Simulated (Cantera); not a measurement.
Feed: 1 mol CH3SiCl3, 0.034 mol CH4, 290 mol H2, 0.27 mol C2H2, held at 1248 K.

These are equilibrium values from Cantera (NASA tables, ideal gas, pure condensed phases), not measurements of a reactor. Candidate condensed phases: C, C6H6, C7H8, C8H18, Si, SiC; 109 gas species. The feed counts by its element totals alone. Rates play no part.

Question: At 0.0130 bar, list the 3 most abundant gas species with their mole fractions, and the condensed phases.

Answer: H2 0.990, HCl 0.0102, CH4 0.000142. Condensed: C(graphite) + SiC(s).
